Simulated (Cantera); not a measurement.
Si₃N₄ + C + H₂ (sublimation and decomposition of ceramics)

A closed system holds: 1 mol Si₃N₄, 0.038 mol C, 0.78 mol H₂, equilibrated at 2427 °C.

Equilibrium computed with Cantera from the NASA thermochemical tables; the gas is ideal and each condensed phase is pure. Candidate condensed phases: C, C₆H₆, C₇H₈, C₈H₁₈, Si, SiC, Si₃N₄; 105 gas species. The tables' values for SiN are old estimates; treat these amounts as uncertain. Gases not in the tables: Si₂H₆ and higher silanes. Equilibrium is a limit: real reactors are often held back by kinetics, nucleation or transport.

From 0.00750 Torr to 30.0 Torr nothing is condensed. From 473 Torr to 7500 Torr the condensed part is Si(l). The main Si-bearing gas is Si throughout.

```tsv
P (Pa)	x N₂	x Si	x H₂	x H	x Si₂	x HCN	n Si(l)
1	0.302	0.455	0.000173	0.236	3.83e-6	1.52e-5	0
16	0.304	0.456	0.00268	0.232	6.15e-5	0.000254	0
250	0.313	0.463	0.0275	0.188	0.000993	0.000879	0
4000	0.340	0.451	0.0886	0.0846	0.0150	0.000425	0
63000	0.674	0.0301	0.241	0.0352	0.00105	0.00756	2.86
1000000	0.707	0.00189	0.266	0.00927	6.63e-5	0.0109	2.99
```
x: gas mole fraction; n: condensed amount in mol.
